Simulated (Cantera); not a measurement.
# Premixed flame

A freely propagating, adiabatic, planar premixed flame of 5.17 % C3H8, 19.9 % O2, 74.9 % N2, equivalence ratio 1.3, unburnt at 350 K and 7500 Torr; mixture-averaged transport, grid criteria slope 0.08 and curve 0.16, no radiation.

Cantera simulation using GRI-Mech 3.0 (53 species, 325 reactions); the numbers are that mechanism's predictions, not measurements. GRI-Mech 3.0 was tuned for natural gas; its chemistry of propane as a main component is partial and can be far from experiment. Burning velocities carry a grid error of a few per cent, more on coarse grids.

```csv
z (mm),T (K),u (m/s),x C3H8,x O2,x NO,x OH,x CO2,x HO2
-0.225,350,0.209,0.0516,0.199,<1e-8,<1e-8,6.36e-7,2.43e-8
-0.150,354,0.211,0.0514,0.198,<1e-8,<1e-8,1.12e-5,2.95e-7
-0.112,371,0.223,0.0512,0.195,1.51e-8,<1e-8,0.000103,1.97e-6
-0.0749,496,0.302,0.0495,0.182,2.12e-7,2.27e-8,0.00126,2.04e-5
-0.0374,1004,0.636,0.0339,0.127,4.04e-6,1.98e-6,0.00987,0.000123
-0.0187,1426,0.932,0.0124,0.0789,1.09e-5,3.75e-5,0.0206,0.000201
0,1827,1.22,0.000230,0.0322,2.06e-5,0.000451,0.0354,0.000110
0.0187,2023,1.35,6.41e-8,0.0101,3.58e-5,0.00102,0.0482,2.11e-5
0.0374,2090,1.39,<1e-8,0.00309,5.04e-5,0.00116,0.0559,5.39e-6
0.0749,2127,1.41,<1e-8,0.000400,6.64e-5,0.000948,0.0620,6.53e-7
0.150,2143,1.42,<1e-8,3.90e-5,7.71e-5,0.000587,0.0642,7.49e-8
0.300,2151,1.43,<1e-8,8.33e-6,8.26e-5,0.000323,0.0644,1.31e-8
0.599,2154,1.43,<1e-8,2.68e-6,8.50e-5,0.000192,0.0643,<1e-8
```
x: mole fraction of selected species; z is measured from the peak of heat release.

```json
{
 "laminar_burning_velocity": "20.8 cm/s",
 "thermal_thickness": "0.0749 mm",
 "peak x(OH)": "0.00116",
 "peak x(HO2)": "0.000216",
 "grid_points": "147"
}
```
